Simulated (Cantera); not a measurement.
Input (Python, Cantera) and output of one run.

```python
import numpy as np
import cantera as ct

gas_names = """
    C CN CO CO2 C2 CCN CNC C2N2 C2O C3 C3O2 C4 C4N2 C5 N NCO NO NO2 NO3 N2 N2O O O2 O3 Si SiC SiC2 SiN
    SiO SiO2 Si2 Si2C Si2N Si3
""".split()
cond_names = """
    C(gr) Si(cr) Si(L) SiC(b) SiO2(Lqz) SiO2(hqz) SiO2(L) Si2N2O(s) Si3N4(a)
""".split()


# ... load() reads the species with a 1 bar reference pressure and builds the phases ...
atoms = {
    'SiC': {'Si': 1, 'C': 1},
    'O2': {'O': 2},
    'N2': {'N': 2},
}
top_T = {'C(gr)': 4500, 'SiC(b)': 3050, 'Si2N2O(s)': 2100, 'Si3N4(a)': 2400}  # K; cautious upper limits of use, not melting points


# ... equilibrate(T, P, feed) seeds the gas with the atoms and calls Mixture.equilibrate('TP', solver="vcs", rtol=1e-11, max_steps=5000) ...
results = []
T = 1648.15  # K
P = 101325  # Pa
for m in [2.3, 5, 11, 24, 51, 110, 240]:
    feed = {'SiC': 1, 'O2': 0.022, 'N2': m}  # mol
    mix = equilibrate(T, P, feed)
    results.append((T, P, feed, dict(zip(mix.species_names, mix.species_moles))))

top = {s: max(r[3][s] / sum(r[3][g] for g in gas_names) for r in results) for s in gas_names}
cols = sorted((s for s in top if top[s] > 1e-06), key=lambda s: -top[s])[:9]
seen = [c for c in cond_names if any(r[3].get(c, 0) > 1e-12 for r in results)]
print("log10 of partial pressures in bar; condensed amounts in mol")
print(f"{'n(N2)':>10s}" + "".join(f"{s[:9]:>10s}" for s in cols + seen))
for T, P, feed, n in results:
    ng = sum(n[g] for g in gas_names)
    print(f"{feed['N2']:10.4g}" + "".join(f"{np.log10(max(n[s] / ng * P / 1e5, 1e-99)):10.3f}" for s in cols)
          + "".join(f"{n.get(c, 0):10.4g}" for c in seen))
```

It prints:

```
log10 of partial pressures in bar; condensed amounts in mol
     n(N2)        N2        CO       SiO     C(gr) Si2N2O(s)  Si3N4(a)
       2.3     0.005    -3.028    -5.703    0.9985   0.04247     0.305
         5     0.005    -3.028    -5.703     0.996   0.03997    0.3067
        11     0.005    -3.028    -5.703    0.9904   0.03441    0.3104
        24     0.005    -3.028    -5.703    0.9784   0.02236    0.3184
        51     0.005    -3.054    -5.728    0.9561         0    0.3333
       110     0.006    -3.391    -6.065    0.9561         0    0.3333
       240     0.006    -3.731    -6.405    0.9561         0    0.3333
```

Method: chemical equilibrium by Gibbs-energy minimisation in Cantera with the NASA 1993 tables (ideal gas, pure condensed phases). Mutual solubility and eutectic melting of coexisting phases are not modelled.
